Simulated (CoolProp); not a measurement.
Properties of n-butane along the isobar 12 MPa.

Model: reference Helmholtz-energy equation of state, Bücker 2006, in CoolProp.

```
T (°C)    phase  isothermal compressibility (1/MPa)  conductivity (mW/(m K))  fugacity coefficient
-------  ------  ----------------------------------  -----------------------  --------------------
-125.95  liquid                           0.0005802                      176              1.019e-6
-113.75  liquid                           0.0006409                      171              5.568e-6
-101.45  liquid                           0.0007085                      166              2.343e-5
-89.25   liquid                           0.0007829                      161              7.853e-5
-76.95   liquid                           0.0008669                        …             0.0002233
-64.75   liquid                           0.0009605                        …             0.0005471
-52.45   liquid                            0.001067                      145                     …
-40.15   liquid                            0.001189                      140              0.002392
-27.95   liquid                            0.001327                      135              0.004369
-15.65   liquid                                   …                      129              0.007481
-3.45    liquid                                   …                        …                     …
8.85     liquid                            0.001885                      119               0.01845
```

Some entries are withheld; supply them.


- -76.95, conductivity (mW/(m K)): 156
- -64.75, conductivity (mW/(m K)): 151
- -52.45, fugacity coefficient: 0.001201
- -15.65, isothermal compressibility (1/MPa): 0.001486
- -3.45, isothermal compressibility (1/MPa): 0.001670
- -3.45, conductivity (mW/(m K)): 124
- -3.45, fugacity coefficient: 0.01203

Thermal conductivity comes from a separate model (Perkins 2002).
